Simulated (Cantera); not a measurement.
Premixed flame

A freely propagating, adiabatic, planar premixed flame of 54.1 % H₂, 9.68 % O₂, 36.3 % N₂, unburnt at 550 K and 5.00 bar; mixture-averaged transport, grid criteria slope 0.08 and curve 0.16, no radiation.

Model: the H2/O2 subset of GRI-Mech 3.0, which has no nitrogen chemistry, integrated in Cantera. The hydrogen kinetics of GRI-Mech 3.0 are dated; newer H2 mechanisms differ, most at raised pressure. Burning velocities carry a grid error of a few per cent, more on coarse grids.

```tsv
z (mm)	T (K)	u (m/s)	x H₂	x O₂	x H₂O	x H₂O₂	x OH	x H
-0.182	550	6.49	0.541	0.0968	<1e-8	<1e-8	<1e-8	<1e-8
-0.121	550	6.49	0.541	0.0968	3.87e-8	<1e-8	<1e-8	<1e-8
-0.0910	550	6.49	0.540	0.0968	7.35e-7	<1e-8	<1e-8	<1e-8
-0.0607	552	6.51	0.540	0.0969	1.33e-5	7.53e-8	<1e-8	<1e-8
-0.0303	636	7.35	0.528	0.0972	0.00369	2.36e-5	7.48e-5	0.000160
-0.0152	923	10.4	0.494	0.0878	0.0315	4.43e-5	0.000539	0.00400
0	1278	14.0	0.440	0.0614	0.0897	1.29e-5	0.000976	0.0178
0.0152	1524	16.7	0.392	0.0294	0.152	2.40e-6	0.00145	0.0335
0.0303	1654	18.0	0.367	0.0109	0.187	1.02e-6	0.00149	0.0404
0.0607	1761	19.1	0.359	0.00141	0.206	3.55e-7	0.00139	0.0382
0.121	1844	19.9	0.363	8.69e-5	0.210	1.53e-7	0.00122	0.0289
0.243	1915	20.6	0.370	1.02e-5	0.212	7.14e-8	0.000927	0.0192
0.486	1966	21.1	0.375	3.84e-6	0.213	3.01e-8	0.000621	0.0117
```
x: mole fraction of selected species; z is measured from the peak of heat release.

```json
{
  "laminar_burning_velocity": "649 cm/s",
  "thermal_thickness": "0.0607 mm",
  "peak x(H₂O₂)": "4.66e-5",
  "peak x(OH)": "0.00151",
  "peak x(H)": "0.0409",
  "grid_points": "112"
}
```
